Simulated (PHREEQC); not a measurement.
A solution holds 3.3 mol NaBr, 0.67 mol BaCl2 and 3.3 mol LiCl per kg of water, at 30 °C. Closed to the air; pH follows from the charge balance.

Model: Pitzer model, pitzer.dat, run in PHREEQC.

Precipitation was switched off in this run.

### Question
Estimate the activity of water, density.

### Answer
activity of water 0.633; density 1.359 g/cm³.

Complexes and solids missing from the database can't appear.
